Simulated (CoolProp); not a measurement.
Vapour-liquid equilibrium of benzene (1) + o-xylene (2) at 0.708 MPa; x and y are mole fractions of (1).

The numbers come from the multi-fluid Helmholtz-energy mixture model, Thol 2012 and Zhou 2012; pair parameters Bell 2016 in CoolProp.

Q: Give the bubble temperature and the first vapour's composition at x = 0.35, 0.5, 0.575. Is there an azeotrope?

A: x = 0.35: 471.7 K, y = 0.651; x = 0.5: 458.9 K, y = 0.788; x = 0.575: 453.6 K, y = 0.835. No azeotrope shows between x = 0.05 and 0.95.

Pair parameters are fitted to limited data, so mixtures are less certain than the pure fluids. The gap from Raoult's law changes sign with composition, which may be real or a fault of the pair parameters; it wasn't checked against measurements.
